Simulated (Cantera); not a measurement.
**Premixed flame**

A freely propagating, adiabatic, planar premixed flame of H2 : O2 : N2 = 1 : 0.192 : 0.723 (molar parts), equivalence ratio 2.6, unburnt at 500 K and 0.660 bar; multicomponent transport, grid criteria slope 0.08 and curve 0.16, no radiation.

Model: the H2/O2 subset of GRI-Mech 3.0, which has no nitrogen chemistry, integrated in Cantera. Burning velocities carry a grid error of a few per cent, more on coarse grids.

```tsv
z (mm)	T (K)	u (m/s)	x H2	x O2	x H	x O	x HO2	x H2O
-2.30	500	5.68	0.522	0.100	<1e-8	<1e-8	<1e-8	<1e-8
-1.53	500	5.68	0.522	0.100	<1e-8	<1e-8	<1e-8	<1e-8
-1.15	500	5.68	0.522	0.100	<1e-8	<1e-8	<1e-8	<1e-8
-0.767	500	5.68	0.522	0.100	2.61e-8	<1e-8	5.74e-7	2.69e-7
-0.384	531	6.00	0.519	0.0999	0.000247	1.22e-5	0.000206	0.00131
-0.192	760	8.46	0.493	0.0925	0.00780	0.000196	0.000112	0.0208
0	1129	12.2	0.408	0.0606	0.0433	0.00173	4.40e-5	0.0912
0.192	1376	14.7	0.324	0.0155	0.0771	0.00162	1.07e-5	0.180
0.384	1480	15.8	0.305	0.00238	0.0806	0.000604	1.56e-6	0.207
0.767	1576	16.7	0.309	0.000181	0.0706	0.000345	1.16e-7	0.213
1.53	1677	17.6	0.319	7.97e-5	0.0564	0.000263	5.36e-8	0.215
3.07	1776	18.5	0.329	5.01e-5	0.0419	0.000171	3.51e-8	0.216
6.14	1860	19.3	0.337	2.70e-5	0.0292	9.41e-5	2.07e-8	0.218
```
x: mole fraction of selected species; z is measured from the peak of heat release.

```
Property                    Result
------------------------  --------
laminar burning velocity  568 cm/s
thermal thickness         0.767 mm
peak x(H)                   0.0813
peak x(O)                  0.00217
peak x(HO2)               0.000217
grid points                    128
```
